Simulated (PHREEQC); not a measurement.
Consider water at 25 °C with 160 mmol/kgw H2SO4, 0.048 mmol/kgw Li2SO4 and 31 mmol/kgw NiSO4. Closed to the air; pH follows from the charge balance.

Computed with PHREEQC (ion-association model, wateq4f.dat).

The pH is 0.87. The ionic strength is 0.265 mol/kgw. The activity of water is 0.994. The total alkalinity is -320 meq/kg.

| species | molality | activity | log γ |
|---|---|---|---|
| H+ | 0.170 | 0.134 | -0.104 |
| HSO4- | 0.150 | 0.107 | -0.149 |
| SO4-2 | 0.0312 | 0.00821 | -0.580 |
| Ni+2 | 0.0215 | 0.00632 | -0.531 |
| NiSO4 | 0.00952 | 0.0101 | 0.027 |
| Li+ | 9.26e-5 | 6.86e-5 | -0.130 |
| Ni(SO4)2-2 | 1.52e-5 | 4.46e-6 | -0.531 |
| LiSO4- | 3.41e-6 | 2.46e-6 | -0.142 |

Precipitation was switched off in this run.
